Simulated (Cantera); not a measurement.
A perfectly stirred reactor is fed with 69.9 % CH4, 30.1 % H2O, at 2300000 Pa; it is held at 1850 K, and followed from long to short residence time.

Computed with Cantera and GRI-Mech 3.0 (53 species, 325 reactions). GRI-Mech 3.0 stops at C3 and has no aromatics, soot or wall deposition, so with more carbon than oxygen in the feed, carbon stays in small species such as C2H2 where larger ones or solid carbon would form. The pressure lies above the range GRI-Mech 3.0 was tuned for (to about 10 atm).

One state of this run: x CH4 = 0.121; x H2O = 0.0504; x CH2 = 6.98e-8; x OH = 5.32e-7; x O = 3.22e-11. x: mole fraction; the columns are a selection and need not sum to one.

Task: Which value of τ (s) does it belong to?
(A) 0.00082
(B) 0.084
(C) 0.39
(D) 0.00018

Result: B, 0.084
